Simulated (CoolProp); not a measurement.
Vapour-liquid equilibrium of CHF3 (R23) (1) + propylene (2) at -50.45 °C; x and y are mole fractions of (1).

Computed with CoolProp (multi-fluid Helmholtz-energy mixture model, Penoncello 2003 and Lemmon 2013; pair parameters Bell 2016).

```csv
x,"bubble pressure, mixture model (bar)","bubble pressure, Raoult's law (bar)","y, mixture model","y, Raoult's law"
0.05,1.511,1.080,0.426,0.218
0.125,2.259,1.366,0.633,0.430
0.2,2.822,1.652,0.719,0.569
0.275,3.239,1.938,0.766,0.667
0.35,3.544,2.224,0.795,0.740
0.425,3.771,2.510,0.816,0.796
0.5,3.944,2.796,0.832,0.841
0.575,4.085,3.082,0.846,0.877
0.65,4.209,3.368,0.860,0.908
0.725,4.326,3.653,0.876,0.933
0.8,4.443,3.939,0.895,0.955
0.875,4.557,4.225,0.922,0.974
0.95,4.657,4.511,0.962,0.990
```

The largest gap from Raoult's law is +70.8 % in bubble pressure, at x = 0.2. No azeotrope shows between x = 0.05 and 0.95.

The pair parameters rest on a limited set of measurements; away from them the model extrapolates. With so large a gap from Raoult's law the liquid may split in two, which this calculation doesn't test in full.
